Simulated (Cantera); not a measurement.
Gas mixture: 7.79 % CH₃OH, 77.1 % C₂H₂, 15.1 % C₃H₈, at 1.00 bar, frozen composition.

Cantera's kinetic-theory transport with the Lennard-Jones parameters of GRI-Mech 3.0, ideal gas; thermal conductivity in the multicomponent form. Polar gases are described roughly by these parameters. The composition is frozen, though it would react at the higher temperatures.

One state of this run: ρ (kg/m³) = 0.352; cp (J/kg/K) = 2932; μ (µPa s) = 26.9; λ (mW/m/K) = 104; Pr = 0.761; D (cm²/s) CH₃ = 1.43; D (cm²/s) N₂ = 1.29; D (cm²/s) H₂ = 4.66. D: mixture-averaged diffusion coefficient of that species in the mixture.

Task: Which value of T (K) does it belong to?
A. 550
B. 700
C. 1300
D. 1000

Result: D, 1000
